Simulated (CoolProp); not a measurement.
Properties of n-dodecane along the isobar 16.5 bar.

Computed with CoolProp (reference Helmholtz-energy equation of state, Lemmon 2004). It is a short technical equation, of lower accuracy than the large ones.

| T (K) | phase | density (kg/m³) | cp (kJ/(kg K)) | cv (kJ/(kg K)) | conductivity (mW/(m K)) | Prandtl number |
|---|---|---|---|---|---|---|
| 509.9 | liquid | 579.4 | 3.037 | 2.615 | 92.6 | 5.70 |
| 522.1 | liquid | 567.6 | 3.089 | 2.657 | 90.3 | 5.42 |
| 534.4 | liquid | 555.1 | 3.141 | 2.699 | 88.0 | 5.16 |
| 546.6 | liquid | 542.1 | 3.195 | 2.740 | 85.8 | 4.90 |
| 558.8 | liquid | 528.3 | 3.251 | 2.780 | 83.6 | 4.64 |
| 571.1 | liquid | 513.6 | 3.311 | 2.821 | 81.4 | 4.38 |
| 583.3 | liquid | 497.8 | 3.375 | 2.861 | 79.2 | 4.11 |
| 595.5 | liquid | 480.5 | 3.446 | 2.900 | 77.0 | 3.84 |
| 607.8 | liquid | 461.1 | 3.531 | 2.941 | 74.8 | 3.56 |
| 620 | liquid | 439.0 | 3.641 | 2.982 | 72.7 | 3.28 |

Viscosity comes from a separate model (Huber 2004). Thermal conductivity comes from a separate model (Huber 2004).
